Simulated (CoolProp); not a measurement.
Properties of neopentane along the isobar 3.52 MPa.

Model: reference Helmholtz-energy equation of state, Lemmon 2006, in CoolProp. It is a short technical equation, of lower accuracy than the large ones.

```json
[
 {"T (K)": "418", "phase": "liquid", "density (kg/m³)": "406.9", "cv (kJ/(kg K))": "2.262", "Joule-Thomson coefficient (K/MPa)": "1.422", "fugacity coefficient": "0.5255"},
 {"T (K)": "427", "phase": "liquid", "density (kg/m³)": "375.9", "cv (kJ/(kg K))": "2.320", "Joule-Thomson coefficient (K/MPa)": "2.492", "fugacity coefficient": "0.5765"},
 {"T (K)": "436.1", "phase": "supercritical", "density (kg/m³)": "319.9", "cv (kJ/(kg K))": "2.420", "Joule-Thomson coefficient (K/MPa)": "6.702", "fugacity coefficient": "0.6263"},
 {"T (K)": "445.2", "phase": "supercritical", "density (kg/m³)": "153.8", "cv (kJ/(kg K))": "2.477", "Joule-Thomson coefficient (K/MPa)": "17.21", "fugacity coefficient": "0.6641"},
 {"T (K)": "454.2", "phase": "supercritical", "density (kg/m³)": "124.1", "cv (kJ/(kg K))": "2.444", "Joule-Thomson coefficient (K/MPa)": "13.45", "fugacity coefficient": "0.6895"},
 {"T (K)": "463.3", "phase": "supercritical", "density (kg/m³)": "109.8", "cv (kJ/(kg K))": "2.447", "Joule-Thomson coefficient (K/MPa)": "11.17", "fugacity coefficient": "0.7113"},
 {"T (K)": "472.4", "phase": "supercritical", "density (kg/m³)": "100.5", "cv (kJ/(kg K))": "2.463", "Joule-Thomson coefficient (K/MPa)": "9.639", "fugacity coefficient": "0.7306"},
 {"T (K)": "481.4", "phase": "supercritical", "density (kg/m³)": "93.65", "cv (kJ/(kg K))": "2.485", "Joule-Thomson coefficient (K/MPa)": "8.520", "fugacity coefficient": "0.7478"},
 {"T (K)": "490.5", "phase": "supercritical", "density (kg/m³)": "88.16", "cv (kJ/(kg K))": "2.511", "Joule-Thomson coefficient (K/MPa)": "7.638", "fugacity coefficient": "0.7637"},
 {"T (K)": "499.6", "phase": "supercritical", "density (kg/m³)": "83.63", "cv (kJ/(kg K))": "2.538", "Joule-Thomson coefficient (K/MPa)": "6.926", "fugacity coefficient": "0.7782"},
 {"T (K)": "508.6", "phase": "supercritical", "density (kg/m³)": "79.82", "cv (kJ/(kg K))": "2.567", "Joule-Thomson coefficient (K/MPa)": "6.340", "fugacity coefficient": "0.7914"}
]
```
